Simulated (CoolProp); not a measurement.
Vapour-liquid equilibrium of R152A (1) + isobutane (2) at 277.9 K; x and y are mole fractions of (1).

Computed with CoolProp (multi-fluid Helmholtz-energy mixture model, Outcalt 1996 and Bücker 2006; pair parameters Bell 2016).

```
x     bubble pressure, mixture model (MPa)  bubble pressure, Raoult's law (MPa)  y, mixture model  y, Raoult's law
----  ------------------------------------  -----------------------------------  ----------------  ---------------
0.05                                0.2204                               0.1915             0.189            0.081
0.2                                 0.2923                               0.2105             0.453            0.296
0.35                                0.3298                               0.2296             0.565            0.476
0.5                                 0.3483                               0.2486             0.631            0.628
0.65                                0.3563                               0.2676             0.687            0.758
0.8                                 0.3549                               0.2867             0.757            0.871
0.95                                0.3315                               0.3057             0.903            0.970
```

The largest gap from Raoult's law is +43.6 % in bubble pressure, at x = 0.35. y crosses x between x = 0.65 and 0.8: the model has an azeotrope there.

Pair parameters are fitted to limited data, so mixtures are less certain than the pure fluids.
